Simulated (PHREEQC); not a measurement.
1 kg of water holding 9.2 mmol/kgw K2CO3, 5.1 mmol/kgw K2SO4 and 6.1 mmol/kgw KCl is evaporated at 75 °C; the solids stay in contact with the brine. The system is closed to CO2. Solids allowed: Arcanite, Kalicinite, Misenite, Sylvite. Others were left out.

Equilibrium calculation in PHREEQC: Pitzer model, pitzer.dat.

| water left (kg) | ionic strength | water activity | Arcanite (mol) | Cl in solution (mol/kgw) | C in solution (mol/kgw) | K in solution (mol/kgw) | pH |
|---|---|---|---|---|---|---|---|
| 1 | 0.0457 | 0.999 | 0 | 0.00610 | 0.00920 | 0.0347 | 10.12 |
| 0.6755 | … | 0.999 | 0 | 0.00903 | 0.0136 | 0.0514 | 10.19 |
| 0.5552 | 0.0838 | 0.998 | 0 | 0.0110 | 0.0166 | 0.0625 | 10.23 |
| 0.4563 | 0.102 | 0.998 | 0 | 0.0134 | 0.0202 | 0.0760 | 10.26 |
| 0.3083 | 0.153 | 0.997 | 0 | 0.0198 | 0.0298 | 0.113 | 10.33 |
| 0.2082 | 0.228 | 0.996 | 0 | 0.0293 | 0.0442 | 0.167 | 10.40 |
| 0.1712 | … | 0.995 | 0 | 0.0356 | 0.0537 | 0.203 | 10.43 |
| 0.1407 | 0.340 | 0.994 | 0 | 0.0434 | 0.0654 | … | 10.46 |
| 0.09506 | 0.506 | … | 0 | 0.0642 | 0.0968 | 0.365 | 10.52 |
| 0.06422 | 0.751 | 0.987 | 0 | 0.0950 | 0.143 | 0.540 | 10.59 |
| 0.0528 | 0.915 | 0.985 | 0 | 0.116 | 0.174 | 0.657 | 10.62 |
| 0.0434 | 1.12 | 0.982 | 0 | 0.141 | 0.212 | 0.800 | 10.66 |
| 0.02935 | 1.65 | … | 0 | 0.208 | 0.313 | 1.18 | 10.74 |
| 0.01984 | 2.45 | 0.960 | 0 | 0.307 | 0.464 | 1.75 | 10.84 |
| 0.01633 | 2.98 | 0.950 | 0 | 0.374 | 0.564 | 2.13 | 10.90 |
| 0.01343 | 3.63 | 0.938 | 0 | 0.454 | 0.685 | 2.58 | 10.97 |
| 0.009086 | 4.57 | … | 0.00243 | 0.671 | 1.01 | 3.28 | 11.12 |
| 0.00615 | … | … | 0.00418 | 0.992 | 1.50 | 4.28 | 11.30 |
| 0.005069 | 6.91 | 0.845 | 0.00461 | 1.20 | 1.81 | 5.03 | 11.43 |

Question: Fill in the missing entries.

Answer: 
- 0.6755, ionic strength: 0.0685
- 0.1712, ionic strength: 0.278
- 0.1407, K in solution (mol/kgw): 0.247
- 0.09506, water activity: 0.991
- 0.02935, water activity: 0.973
- 0.009086, water activity: 0.914
- 0.00615, ionic strength: 5.90
- 0.00615, water activity: 0.876

Complexes and solids missing from the database can't appear. At this temperature some constants are extrapolated from 25 °C, and those without enthalpy data are left unchanged.
